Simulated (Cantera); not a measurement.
What does this Cantera script print?

```python
import numpy as np
import cantera as ct

gas_names = """
    C CO COS CO2 CS CS2 C2 C2O C3 C3O2 C4 C5 Fe FeC5O5 FeO O O2 O3 S SO SO2 SO3 S2 S2O S8
""".split()
cond_names = """
    C(gr) Fe(a) Fe(c) Fe(d) Fe(L) FeC5O5(L) FeO(s) FeO(L) FeS(a) FeS(b) FeS(c) FeS(L) FeSO4(s) FeS2(s)
    Fe2O3(s) Fe2S3O12(s) Fe3O4(s) S(cr1) S(cr2) S(L)
""".split()


# ... load() reads the species with a 1 bar reference pressure and builds the phases ...
atoms = {
    'FeS2': {'Fe': 1, 'S': 2},
    'SO3': {'S': 1, 'O': 3},
    'CO2': {'C': 1, 'O': 2},
}
top_T = {'C(gr)': 4500, 'FeSO4(s)': 950, 'FeS2(s)': 1010, 'Fe2O3(s)': 1830, 'Fe2S3O12(s)': 1100, 'Fe3O4(s)': 1870}  # K; cautious upper limits of use, not melting points


# ... equilibrate(T, P, feed) seeds the gas with the atoms and calls Mixture.equilibrate('TP', solver="vcs", rtol=1e-11, max_steps=5000) ...
results = []
feed = {'FeS2': 1, 'SO3': 1.3, 'CO2': 1.7}  # mol
P = 8800  # Pa
for T in [1000, 1075, 1150, 1225, 1300, 1375, 1450, 1525]:
    mix = equilibrate(T, P, feed)
    results.append((T, P, feed, dict(zip(mix.species_names, mix.species_moles))))
    x = sorted(zip(gas.X, gas.species_names), reverse=True)
    print(f"T = {T:g} K  P = {P:g} Pa  gas = {mix.phase_moles(0):.4g} mol")
    print("   x: " + "  ".join(f"{s} {v:.3e}" for v, s in x if v > 1e-06))
    print("   condensed (mol): " + ("  ".join(f"{mix.phase(i).name} {mix.phase_moles(i):.4g}"
          for i in range(1, mix.n_phases) if mix.phase_moles(i) > 1e-12) or "none"))
```

It prints:

```
T = 1000 K  P = 8800 Pa  gas = 3.824 mol
   x: SO2 5.096e-01  CO2 4.432e-01  S2 4.364e-02  S2O 2.163e-03  CO 1.090e-03  COS 2.900e-04  SO 3.950e-05
   condensed (mol): FeS(c) 1
T = 1075 K  P = 8800 Pa  gas = 3.825 mol
   x: SO2 5.101e-01  CO2 4.416e-01  S2 4.329e-02  CO 2.542e-03  S2O 2.083e-03  COS 3.162e-04  SO 1.094e-04
   condensed (mol): FeS(c) 1
T = 1150 K  P = 8800 Pa  gas = 3.829 mol
   x: SO2 5.103e-01  CO2 4.384e-01  S2 4.338e-02  CO 5.289e-03  S2O 2.029e-03  COS 3.424e-04  SO 2.658e-04
   condensed (mol): FeS(c) 0.9961  Fe3O4(s) 0.00129
T = 1225 K  P = 8800 Pa  gas = 3.844 mol
   x: SO2 4.998e-01  CO2 4.311e-01  S2 5.503e-02  CO 1.065e-02  S2O 2.343e-03  SO 6.077e-04  COS 4.388e-04
   condensed (mol): FeS(c) 0.9335  Fe3O4(s) 0.02216
T = 1300 K  P = 8800 Pa  gas = 3.865 mol
   x: SO2 4.887e-01  CO2 4.197e-01  S2 6.760e-02  CO 1.955e-02  S2O 2.645e-03  SO 1.259e-03  COS 5.395e-04  S 2.456e-06
   condensed (mol): FeS(c) 0.8612  Fe3O4(s) 0.04626
T = 1375 K  P = 8800 Pa  gas = 3.943 mol
   x: SO2 4.659e-01  CO2 3.961e-01  S2 9.708e-02  CO 3.434e-02  S2O 3.323e-03  SO 2.483e-03  COS 7.269e-04  S 8.790e-06
   condensed (mol): FeO(s) 0.3414  FeS(c) 0.6586
T = 1450 K  P = 8800 Pa  gas = 4.034 mol
   x: SO2 4.320e-01  CO2 3.641e-01  S2 1.379e-01  CO 5.632e-02  SO 4.520e-03  S2O 4.093e-03  COS 9.544e-04  S 2.796e-05
   condensed (mol): FeO(s) 0.6109  FeS(c) 0.3891
T = 1525 K  P = 8800 Pa  gas = 4.118 mol
   x: SO2 4.093e-01  CO2 3.294e-01  S2 1.657e-01  CO 8.237e-02  SO 7.554e-03  S2O 4.499e-03  COS 1.070e-03  S 7.430e-05
   condensed (mol): FeO(s) 0.8232  FeS(L) 0.1768
```

Method: chemical equilibrium by Gibbs-energy minimisation in Cantera with the NASA 1993 tables (ideal gas, pure condensed phases). Metal and sulfide melt together well below either melting point, which pure phases cannot show. Mutual solubility and eutectic melting of coexisting phases are not modelled. The tables' stoichiometric FeO is somewhat more stable than real wüstite, so its field is too wide. FeO, FeS: taken at fixed stoichiometry. Gases not in the tables: S3 to S7.
